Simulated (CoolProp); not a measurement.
c-C4F8 (RC318) at 293.15 K and 0.0203 MPa is throttled through a valve to 0.0109 MPa with no heat exchange. Each further row changes one setting.

The numbers come from the reference Helmholtz-energy equation of state, Platzer 1990 in CoolProp. This equation is an older, rougher fit.

| case | temperature change (K) | final density (kg/m³) |
|---|---|---|
| as stated | -0.1 | ? |
| outlet pressure 0.00327 MPa | ? | 0.269 |
| outlet pressure 0.0142 MPa | -0.1 | ? |

Q: Some entries are withheld; supply them.

A: 
- as stated, final density (kg/m³): 0.898
- outlet pressure 0.00327 MPa, temperature change (K): -0.3
- outlet pressure 0.0142 MPa, final density (kg/m³): 1.17
